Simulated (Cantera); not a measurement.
Input: 1 mol SiH2Cl2, 38 mol N2O, 170 mol N2, at 6.30 Pa.

Method: chemical equilibrium by Gibbs-energy minimisation in Cantera with the NASA 1993 tables (ideal gas, pure condensed phases). Candidate condensed phases: H2O, NH4Cl, Si, SiO2, Si2N2O, Si3N4; 47 gas species. Equilibrium is a limit: real reactors are often held back by kinetics, nucleation or transport.

Task: At 777 °C, list the 4 most abundant gas species with their mole fractions, and the condensed phases.

Result: N2 0.912, O2 0.0787, HCl 0.00781, Cl 0.000824. Condensed: SiO2(β-quartz).
